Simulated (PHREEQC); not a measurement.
Na3PO4 is added in steps, without added water, to 1 kg of water holding 0.068 mol/kgw Cu(BF4)2 and 0.00024 mol/kgw H3BO3, at 25 °C. Oxygen is held at 0.21 atm. CO2 from the air is kept out. The run lets Cu(OH)2, Cu3(PO4)2:3H2O, CuF2:2H2O precipitate or redissolve, and no other solid.

Base run: PHREEQC, ion-association model, wateq4f.dat. Each further column changes one thing. The table gives pH.

| Na3PO4 added (mol) | base | Cu(BF4)2 from 0.068 to 0.034 mol/kgw | H3BO3 from 0.00024 to 0.0024 mol/kgw |
|---|---|---|---|
| 0 | 2.60 | 2.71 | 2.58 |
| 0.08438 | 4.75 | 5.48 | 4.76 |
| 0.1519 | 5.59 | 6.70 | 5.60 |
| 0.2362 | 6.32 | 8.33 | 6.33 |
| 0.3038 | 6.77 | 8.86 | 6.77 |
| 0.3881 | 7.32 | 10.60 | 7.32 |
| 0.4556 | 8.06 | 10.95 | 8.06 |
| 0.54 | 8.45 | 11.17 | 8.45 |

The ionic strength passes 0.7 mol/kgw, the rough limit of the ion-association models, in part of: base; Cu(BF4)2 from 0.068 to 0.034 mol/kgw; H3BO3 from 0.00024 to 0.0024 mol/kgw. H3PO4, which wateq4f.dat lacks, is added to it with the constant of phreeqc.dat. Real BF4- forms and hydrolyses slowly; the run takes it at equilibrium. The database has no phosphate complexes of Cu. The database's constant for dissolved Cu(OH)2 is higher than later reviews accept.
